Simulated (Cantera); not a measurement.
Charge: 1 mol NaI, 34 mol H2, 78 mol N2, 4 mol H2O, held at 1627 °C and 21.0 mbar.

Method: chemical equilibrium by Gibbs-energy minimisation in Cantera with the NASA 1993 tables (ideal gas, pure condensed phases). Candidate condensed phases: H2O, I2, Na, NaI, NaOH, NaO2, Na2O, Na2O2; 35 gas species. Kinetics and transport are ignored.

Base state: N2 0.662, H2 0.287, H2O 0.0339, Na 0.00561, I 0.00531, H 0.00293, NaI 0.00285, HI 0.000325 (mole fractions); condensed: gas only.

Q: What changes in the equilibrium state with this change: pressure from 21.0 mbar to 91.0 mbar?

A: 
```json
[
 {"species": "N2", "before": "0.662", "after": "0.664"},
 {"species": "H2", "before": "0.287", "after": "0.289"},
 {"species": "H2O", "before": "0.0339", "after": "0.0340"},
 {"species": "I", "before": "0.00531", "after": "0.00324"},
 {"species": "NaI", "before": "0.00285", "after": "0.00486"},
 {"species": "Na", "before": "0.00561", "after": "0.00361"},
 {"species": "OH", "before": "2.85e-5", "after": "1.37e-5"},
 {"species": "H", "before": "0.00293", "after": "0.00141"},
 {"species": "NaOH", "before": "2.41e-5", "after": "3.23e-5"},
 {"species": "HI", "before": "0.000325", "after": "0.000414"}
]
```
Gases not in the tables: NaBr and NaI dimers.
